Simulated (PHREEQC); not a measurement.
Consider water at 65 °C with 0.0017 mol TMAH, 3.3e-05 mol H4SiO4 and 6e-05 mol CO2 per kg of water. Closed to the air; pH follows from the charge balance.

Computed with PHREEQC (ion-association model, phreeqc.dat).

No solid was allowed to form.

Task: What pH does the model give?

Result: pH 10.08.

Task: In which forms is Si present?

Result: H3SiO4- 84 %, H4SiO4 15 %, H2SiO4-2 0.6 % of the Si.

Species that the database lacks are ignored. (CH3)4N+ isn't in the database: it is added as a free cation with an ion size of 4 Å. Constants without temperature data keep their 25 °C values here.
